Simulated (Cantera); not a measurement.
Gas mixture: NH3 = 0.62 (molar parts), at 0.0263 atm, frozen composition.

Cantera's kinetic-theory transport with the Lennard-Jones parameters of GRI-Mech 3.0, ideal gas; thermal conductivity in the multicomponent form. Polar gases are described roughly by these parameters. The composition is frozen, though it would react at the higher temperatures.

One state of this run: ρ (kg/m³) = 0.00780; cp (J/kg/K) = 2844; μ (µPa s) = 24.3; λ (mW/m/K) = 95.9; Pr = 0.719; D (cm²/s) N2 = 40.1; D (cm²/s) OH = 61.4; D (cm²/s) H2O = 41.6. D: mixture-averaged diffusion coefficient of that species in the mixture.

Question: Which value of T (K) does it belong to?
A. 700
B. 400
C. 550
D. 1150

Answer: A, 700
